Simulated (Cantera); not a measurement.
## SiH4 + N2O + N2 (silicon oxide and oxynitride deposition)

Charge: 1 mol SiH4, a varied amount of N2O, 2.6 mol N2, held at 1750 K and 0.110 bar.

Equilibrium computed with Cantera from the NASA thermochemical tables; the gas is ideal and each condensed phase is pure. Candidate condensed phases: H2O, Si, SiO2, Si2N2O, Si3N4; 35 gas species. Mutual solubility and eutectic melting of coexisting phases are not modelled. The tables hold silica as quartz up to 1696 K and as liquid above; real silica turns to tridymite and cristobalite and melts near 1996 K. Gases not in the tables: Si(OH)4. Rates play no part.

```
n(N2O) (mol)   x N2      x H2     x H2O     x O2     x SiO      x NO      x OH  n Si2N2O(s)  n Si3N4(s)  n SiO2(condensed)
------------  -----  --------  --------  -------  --------  --------  --------  -----------  ----------  -----------------
0.13          0.513     0.486   2.54e-7   <1e-12  0.000539    <1e-12  1.50e-11        0.128       0.247                  0
0.2           0.523     0.475   2.51e-7   <1e-12  0.000535    <1e-12  1.49e-11        0.198       0.201                  0
0.32          0.541     0.458   2.44e-7   <1e-12  0.000529    <1e-12  1.48e-11        0.318       0.121                  0
0.5           0.565     0.434   2.35e-7   <1e-12  0.000522    <1e-12  1.46e-11        0.498    0.000794                  0
0.79          0.592     0.392  0.000189   <1e-12    0.0152  3.19e-10   1.24e-8        0.378           0              0.167
1.2           0.631     0.354  0.000174   <1e-12    0.0149  3.36e-10   1.20e-8        0.239           0              0.438
1.9           0.682     0.303  0.000153   <1e-12    0.0145  3.59e-10   1.14e-8      0.00180           0              0.901
3.1           0.740     0.117     0.143  1.51e-8   5.97e-6   9.08e-7   1.72e-5            0           0              1.000
4.8           0.754  0.000102     0.204   0.0399   3.68e-9   0.00149  0.000826            0           0               1.00
7.6           0.727   4.02e-5     0.142    0.127   2.06e-9   0.00261  0.000923            0           0               1.00
12            0.707   2.22e-5    0.0966    0.192   1.67e-9   0.00316  0.000844            0           0               1.00
```
x: gas mole fraction; n: condensed amount in mol.

From 0.13 mol N2O to 0.5 mol N2O the condensed part is Si2N2O(s) + Si3N4(s). From 0.79 mol N2O to 1.9 mol N2O the condensed part is SiO2(condensed) + Si2N2O(s). From 3.1 mol N2O to 12 mol N2O the condensed part is SiO2(condensed).
